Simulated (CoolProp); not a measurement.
R1233zd(E) along the isobar 2.57 MPa: fugacity coefficient from the reference equation and from simpler models built on Tc = 438.9 K, pc = 3.583 MPa, ω = 0.304; each cubic takes its own stable root.

Computed with CoolProp (reference Helmholtz-energy equation of state, Akasaka 2022).

```
T (K)   phase  reference
-----  ------  ---------
334.4  liquid     0.1547
348.8  liquid     0.2174
363.3  liquid     0.2945
377.7  liquid     0.3848
392.2  liquid     0.4884
406.6  liquid     0.6014
421.1     gas     0.7120
435.5     gas     0.7466
450       gas     0.7753
```

Question: How far does each simpler model (van der Waals, Redlich-Kwong, Soave-Redlich-Kwong) lie from the reference over these 9 states: mean and median of the absolute difference, and the worst?

Answer: 
- van der Waals: mean 52.4 %, median 37.9 %, worst +151.1 % at 334.4 K and 2.57 MPa
- Redlich-Kwong: mean 19.1 %, median 16.2 %, worst +48.9 % at 334.4 K and 2.57 MPa
- Soave-Redlich-Kwong: mean 2.6 %, median 3.0 %, worst +3.4 % at 377.7 K and 2.57 MPa

At some of these states van der Waals gives the other phase, because its saturation line lies elsewhere.
